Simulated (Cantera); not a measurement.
Input: 1 mol CCl₄, 1.3 mol CH₄, held at 1025 K and 0.133 bar.

Cantera equilibrium calculation (NASA polynomials, part measured and part estimated; ideal gas, pure solids and liquids). Candidate condensed phases: C, C₆H₆, C₇H₈, C₈H₁₈; 91 gas species. Kinetics and transport are ignored.

Base state: HCl 0.870, H₂ 0.130, CH₄ 0.000166 (mole fractions); condensed: C(graphite).

What changes in the equilibrium state with this change: CCl₄ replaced by CH₃Cl?


| species | before | after |
|---|---|---|
| H₂ | 0.130 | 0.775 |
| HCl | 0.870 | 0.219 |
| CH₄ | 0.000166 | 0.00589 |
| C(graphite), mol | 2.30 | 2.27 |

What changes in the equilibrium state with this change: CH₄ from 1.3 to 0.0078 mol?


```json
[
 {"species": "Cl₂", "before": "<1e-9", "after": "0.982"},
 {"species": "HCl", "before": "0.870", "after": "0.0155"},
 {"species": "Cl", "before": "2.65e-8", "after": "0.00152"},
 {"species": "H₂", "before": "0.130", "after": "<1e-9"},
 {"species": "CCl₄", "before": "<1e-9", "after": "0.000677"},
 {"species": "CH₄", "before": "0.000166", "after": "<1e-9"},
 {"species": "C(graphite), mol", "before": "2.30", "after": "1.01"}
]
```
Gases not in the tables: chlorinated aromatics.

What changes in the equilibrium state with this change: temperature from 1025 K to 1923.15 K?


| species | before | after |
|---|---|---|
| HCl | 0.870 | 0.863 |
| H₂ | 0.130 | 0.132 |
| Cl | 2.65e-8 | 0.00462 |
| H | 4.30e-9 | 0.000938 |
| C₂H₂ (acetylene) | <1e-9 | 5.96e-5 |
| CH₄ | 0.000166 | 1.22e-6 |
| C(graphite), mol | 2.30 | 2.30 |
